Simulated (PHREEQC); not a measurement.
Consider water at 25 °C with 0.41 mol Na2SO4 and 0.02 mol Ca(OH)2 per kg of water. Closed to the air; pH follows from the charge balance.

Model: Pitzer model, pitzer.dat, run in PHREEQC.

Precipitation was switched off in this run.

What pH does the model give?

pH 12.35.

Examples of supersaturated solids here: Gypsum. Others may be too. In brines, pH and single-ion activities rest on the MacInnes convention.
